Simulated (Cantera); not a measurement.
Premixed flame

A freely propagating, adiabatic, planar premixed flame of CH₄ : CO : O₂ : N₂ = 0.8 : 0.079 : 2.34 : 8.81 (molar parts), equivalence ratio 0.70, unburnt at 400 K and 7500 Torr; mixture-averaged transport, grid criteria slope 0.08 and curve 0.16, no radiation.

Detailed kinetics in Cantera: GRI-Mech 3.0 (53 species, 325 reactions). Burning velocities carry a grid error of a few per cent, more on coarse grids.

| z (mm) | T (K) | u (m/s) | x CH₄ | x CO | x O₂ | x CO₂ | x C₂H₄ | x NO |
|---|---|---|---|---|---|---|---|---|
| -0.448 | 401 | 0.111 | 0.0664 | 0.00657 | 0.194 | 5.46e-6 | 7.91e-8 | <1e-8 |
| -0.299 | 411 | 0.114 | 0.0658 | 0.00663 | 0.194 | 7.40e-5 | 1.03e-6 | <1e-8 |
| -0.224 | 447 | 0.124 | 0.0639 | 0.00690 | 0.191 | 0.000488 | 6.59e-6 | <1e-8 |
| -0.149 | 593 | 0.165 | 0.0566 | 0.00810 | 0.180 | 0.00303 | 3.95e-5 | 2.66e-8 |
| -0.0747 | 1029 | 0.287 | 0.0348 | 0.0124 | 0.142 | 0.0156 | 0.000194 | 4.82e-7 |
| -0.0373 | 1380 | 0.385 | 0.0170 | 0.0162 | 0.109 | 0.0298 | 0.000330 | 1.60e-6 |
| 0 | 1722 | 0.479 | 0.00205 | 0.0162 | 0.0746 | 0.0497 | 0.000112 | 3.19e-6 |
| 0.0373 | 1852 | 0.513 | 1.97e-5 | 0.00711 | 0.0624 | 0.0642 | 4.89e-7 | 4.48e-6 |
| 0.0747 | 1892 | 0.522 | 1.92e-7 | 0.00288 | 0.0599 | 0.0693 | <1e-8 | 5.15e-6 |
| 0.149 | 1915 | 0.528 | <1e-8 | 0.000737 | 0.0589 | 0.0719 | <1e-8 | 5.70e-6 |
| 0.299 | 1923 | 0.530 | <1e-8 | 0.000144 | 0.0587 | 0.0726 | <1e-8 | 6.14e-6 |
| 0.597 | 1924 | 0.530 | <1e-8 | 6.76e-5 | 0.0586 | 0.0727 | <1e-8 | 6.71e-6 |
| 1.20 | 1924 | 0.530 | <1e-8 | 6.52e-5 | 0.0586 | 0.0727 | <1e-8 | 7.80e-6 |
x: mole fraction of selected species; z is measured from the peak of heat release.

```yaml
laminar_burning_velocity: 11.0 cm/s
thermal_thickness: 0.149 mm
peak x(C₂H₄): 0.000339
grid_points: 133
```
